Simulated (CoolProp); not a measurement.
Hexamethyldisiloxane (MM) along the isobar 12.9 bar: density (kg/m³) from the reference equation and from simpler models built on Tc = 518.7 K, pc = 19.31 bar, ω = 0.418; each cubic takes its own stable root.

Values from CoolProp's reference Helmholtz-energy equation of state, Thol 2016.

```
T (K)   phase  reference  van der Waals  Redlich-Kwong  Soave-Redlich-Kwong  Peng-Robinson
-----  ------  ---------  -------------  -------------  -------------------  -------------
369.8  liquid      683.1          418.8          601.9                640.5          723.9
394.4  liquid      653.3          401.0          570.5                610.3          690.6
419    liquid      620.8          380.5          534.9                575.0          651.2
443.6  liquid      584.1          355.5          493.0                532.3          603.0
468.2  liquid      539.8          320.9          439.6                477.5          540.5
517.4     gas      69.52          65.18          67.87                67.95          70.20
542       gas      60.81          59.26          60.63                59.74          61.46
566.6     gas      54.96          54.67          55.36                54.09          55.49
591.2     gas      50.57          50.93          51.24                49.81          50.99
```
